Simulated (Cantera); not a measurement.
A closed system holds: 1 mol MgF2, 6.5 mol O2, 34 mol N2, held at 13.3 mbar.

Equilibrium computed with Cantera from the NASA thermochemical tables; the gas is ideal and each condensed phase is pure. Candidate condensed phases: Mg, MgF2, MgO; 24 gas species. Rates play no part.

x: gas mole fraction; n: condensed amount in mol.

```tsv
T (°C)	x N2	x O2	x MgF2	x NO	n MgF2(s)	n MgF2(l)	n MgO(s)
977	0.839	0.160	1.03e-5	0.000255	1.000	0	0
1077	0.839	0.160	0.000150	0.000488	0.994	0	0
1177	0.838	0.160	0.00148	0.000855	0.940	0	0
1277	0.830	0.158	0.0103	0.00138	0	0.576	0
1377	0.818	0.156	0.0241	0.00209	0	0	0.000219
1477	0.818	0.155	0.0241	0.00305	0	0	0.000369
1577	0.817	0.154	0.0241	(withheld)	0	0	(withheld)
1677	0.816	0.153	0.0240	(withheld)	0	0	0
1777	0.814	0.151	0.0239	0.00755	0	0	0
1877	0.812	0.148	0.0237	0.00958	0	0	0
```

**Question.** Fill in the missing entries.

**Answer.** 
- 1677, x NO: 0.00577
- 1577, x NO: 0.00428
- 1577, n MgO(s): 0.000433
